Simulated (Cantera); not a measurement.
A perfectly stirred reactor is fed with 13.6 % CH3OH, 18.2 % O2, 68.2 % N2, at 63000 Pa; it is adiabatic with a 725 K inlet, and is followed from long to short residence time, starting on the burning branch (τ in s: 0.1, 0.047, 0.021, 0.0096, 0.0044, 0.002, 0.00089, 0.0004, 0.00018, 8.2e-05, 3.7e-05, 1.7e-05).

Model: GRI-Mech 3.0 (53 species, 325 reactions), integrated in Cantera. GRI-Mech 3.0 was tuned for natural gas; its chemistry of methanol as a main component is partial and can be far from experiment.

x: mole fraction; the columns are a selection and need not sum to one.

```tsv
τ (s)	T (K)	x CH3OH	x O2	x CH2O	x CH3	x N2O	x CH2CO	x NO
0.10	2388	6.13e-7	0.00499	6.71e-7	[?]	8.76e-8	1.65e-10	0.00194
0.047	2373	1.20e-6	0.00574	1.30e-6	[?]	8.24e-8	2.98e-10	0.00158
0.021	2346	2.33e-6	0.00706	2.49e-6	[?]	7.45e-8	5.32e-10	0.00110
0.0096	2305	4.28e-6	0.00890	4.48e-6	[?]	6.59e-8	9.48e-10	0.000659
0.0044	2251	7.73e-6	0.0111	7.89e-6	[?]	5.85e-8	1.85e-9	0.000351
0.0020	2190	1.43e-5	0.0135	1.41e-5	[?]	5.31e-8	4.15e-9	0.000182
0.00089	2127	2.81e-5	0.0160	2.66e-5	[?]	4.97e-8	1.12e-8	0.000100
0.00040	2072	5.81e-5	0.0184	5.30e-5	[?]	4.75e-8	3.56e-8	6.15e-5
0.00018	2024	0.000130	0.0216	0.000115	[?]	4.59e-8	1.40e-7	4.00e-5
8.2e-5	1968	0.000329	0.0274	0.000283	[?]	4.35e-8	7.08e-7	2.47e-5
3.7e-5	725	0.136	0.182	<1e-12	<1e-12	<1e-12	<1e-12	<1e-12
1.7e-5	725	0.136	0.182	<1e-12	<1e-12	<1e-12	<1e-12	<1e-12
```

Problem. Complete the blanks.

Solution. 
- 0.10, x CH3: 2.29e-7
- 0.047, x CH3: 4.06e-7
- 0.021, x CH3: 7.05e-7
- 0.0096, x CH3: 1.22e-6
- 0.0044, x CH3: 2.27e-6
- 0.0020, x CH3: 4.63e-6
- 0.00089, x CH3: 1.01e-5
- 0.00040, x CH3: 2.23e-5
- 0.00018, x CH3: 5.03e-5
- 8.2e-5, x CH3: 0.000117
